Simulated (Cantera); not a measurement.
## Stirred combustor or abatement burner

A perfectly stirred reactor is fed with 17.4 % H₂, 17.4 % O₂, 65.3 % N₂, at 750 Torr; it is adiabatic with a 625 K inlet, and is followed from long to short residence time, starting on the burning branch (τ in s: 0.026, 0.013, 0.0067, 0.0033, 0.0017, 0.00085, 0.00043, 0.00021, 0.00011, 5.4e-05, 2.7e-05, 1.4e-05).

Detailed kinetics in Cantera: GRI-Mech 3.0 (53 species, 325 reactions).

```
τ (s)    T (K)      x H₂    x O₂       x H    x HO₂    x NO₂     x NO
-------  -----  --------  ------  --------  -------  -------  -------
0.026     1902  0.000482  0.0942   8.87e-5  3.02e-6  4.96e-8  3.97e-5
0.013     1895  0.000748  0.0939  0.000172  4.21e-6  3.68e-8  3.24e-5
0.0067    1885   0.00114  0.0937  0.000330  5.99e-6  2.67e-8  2.66e-5
0.0033    1869   0.00179  0.0934  0.000656  8.82e-6  1.85e-8  2.17e-5
0.0017    1847   0.00270  0.0931   0.00123  1.26e-5  1.34e-8  1.86e-5
0.00085   1814   0.00406  0.0929   0.00233  1.80e-5  1.02e-8  1.72e-5
0.00043   1769   0.00591  0.0929   0.00419  2.47e-5  8.55e-9  1.71e-5
0.00021   1704   0.00853  0.0933   0.00737  3.33e-5  7.29e-9  1.72e-5
0.00011   1628    0.0117  0.0944    0.0116  4.23e-5  6.02e-9  1.61e-5
5.4e-5    1524    0.0172  0.0972    0.0175  5.44e-5  4.18e-9  1.26e-5
2.7e-5    1395    0.0291   0.104    0.0230  7.13e-5  2.10e-9  7.05e-6
1.4e-5     625     0.174   0.174    <1e-12   <1e-12   <1e-12   <1e-12
```
x: mole fraction; the columns are a selection and need not sum to one.
